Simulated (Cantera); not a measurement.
Feed: 1 mol SiH4, 1.4 mol N2, at 15.0 Pa.

These are equilibrium values from Cantera (NASA tables, ideal gas, pure condensed phases), not measurements of a reactor. Candidate condensed phases: Si, Si3N4; 18 gas species. N2 is the only nitrogen source here; it is nearly inert below about 1500 K, so the nitride shown seldom forms there in practice. Kinetics and transport are ignored. All values below are at 975 K.

Base state: H2 0.732, N2 0.268 (mole fractions); condensed: Si3N4(s).

Problem. What changes in the equilibrium state with this change: SiH4 replaced by SiF4?

Solution. 
```tsv
species	before	after
N2	0.268	0.583
SiF4	0	0.417
H2	0.732	0
Si3N4(s), mol	0.333	0
```
